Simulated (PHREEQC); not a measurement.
Consider water at 25 °C with 0.1 mol CdCl2, 0.00016 mol CuCl2, 0.00016 mol NaF and 0.0032 mol NaCl per kg of water. Closed to the air; pH follows from the charge balance.

Equilibrium calculation in PHREEQC: ion-association model, phreeqc.dat.

No solid was allowed to form.

What pH, density, ionic strength does the model give?

pH 5.40; density 1.013 g/cm³; ionic strength 0.125 mol/kgw.

In which forms is F present?

F- 92 %, CdF+ 7.4 % of the F.
